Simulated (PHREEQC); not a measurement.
Consider water at 20 °C with 0.033 mol/kgw H3PO4, 0.018 mol/kgw HNO3 and 0.012 mol/kgw NiSO4. Closed to the air; pH follows from the charge balance.

The numbers come from PHREEQC with the ion-association model, wateq4f.dat.

| quantity | before | after |
|---|---|---|
| pH | 1.70 | 2.45 |
| ionic strength (mol/kgw) | 0.0589 | 0.00810 |
| H3PO4 (mol/kgw) | 0.0227 | 0.00102 |
| SO4-2 (mol/kgw) | 0.00521 | 0.000899 |
| SI of Morenosite (NiSO4:7H2O) | -2.60 | -3.93 |

Task: Name the change that produced these shifts.
A. diluted 100-fold with water
B. diluted 10-fold with water
C. temperature from 20 to 65 °C
D. 0.0037 mol/kgw Na2SO4 added
E. temperature from 20 to 75 °C

Result: B, diluted 10-fold with water

No solid was allowed to form. H3PO4, which wateq4f.dat lacks, is added to it with the constant of phreeqc.dat. The database has no phosphate complexes of Ni.
